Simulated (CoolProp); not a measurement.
Properties of ethylene at several states.

The numbers come from the reference Helmholtz-energy equation of state, Smukala 2000 in CoolProp.

| T (K) | p (bar) | phase | density (kg/m³) | cp (kJ/(kg K)) | isothermal compressibility (1/MPa) |
|---|---|---|---|---|---|
| 404 | 4.43 | gas | 3.734 | 1.921 | 2.278 |
| 125.8 | 105 | liquid | 632.7 | ___ | 0.0008762 |
| 264.7 | 10.6 | gas | 14.89 | ___ | ___ |
| 184.2 | 2.05 | gas | ___ | ___ | 5.168 |
| 121.4 | 0.121 | liquid | 632.4 | 2.426 | 0.0009101 |
| 325 | 39.5 | gas | 50.51 | 2.119 | 0.3185 |

Task: Complete the blanks.

Result: 
- 125.8, cp (kJ/(kg K)): 2.400
- 264.7, cp (kJ/(kg K)): 1.613
- 264.7, isothermal compressibility (1/MPa): 1.048
- 184.2, density (kg/m³): 3.965
- 184.2, cp (kJ/(kg K)): 1.357
